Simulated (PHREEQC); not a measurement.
Ultrapure water in contact with air or piping: speciation

A made-up water analysis in mg/kgw, 25 °C, pH 6.02, pe -0.9:

```json
[
 {"constituent": "Na", "mg/kgw": "0.214"},
 {"constituent": "K", "mg/kgw": "0.11"},
 {"constituent": "Ca", "mg/kgw": "0.253"},
 {"constituent": "Mg", "mg/kgw": "0.0149"},
 {"constituent": "Cl", "mg/kgw": "0.187"},
 {"constituent": "S(6) as SO4", "mg/kgw": "0.0686"},
 {"constituent": "Alkalinity as HCO3", "mg/kgw": "1.13"},
 {"constituent": "Mn(2)", "mg/kgw": "0.00221"},
 {"constituent": "F", "mg/kgw": "0.0076"}
]
```

Valence states are taken as typed.

Equilibrium calculation in PHREEQC: ion-association model, phreeqc.dat.

This is a speciation only: nothing precipitates in the calculation.

Problem. Predict the charge-balance error.

Solution. charge-balance error 0.8 %.

Problem. In which forms is C present?

Solution. CO2 68 %, HCO3- 32 % of the C.
